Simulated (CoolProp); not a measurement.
The numbers come from the reference Helmholtz-energy equation of state, Gao 2020 in CoolProp.

Task: Give the vapour pressure (kPa), vapour viscosity (µPa s), liquid conductivity (mW/(m K)) of saturated ammonia at 277.6 K.

Result: 
```json
[
 {"T (K)": "277.6", "p (kPa)": "505", "vapour viscosity (µPa s)": "9.19", "liquid conductivity (mW/(m K))": "546"}
]
```

Viscosity comes from a separate model (Fenghour 1995). Thermal conductivity comes from a separate model (Tufeu 1984).
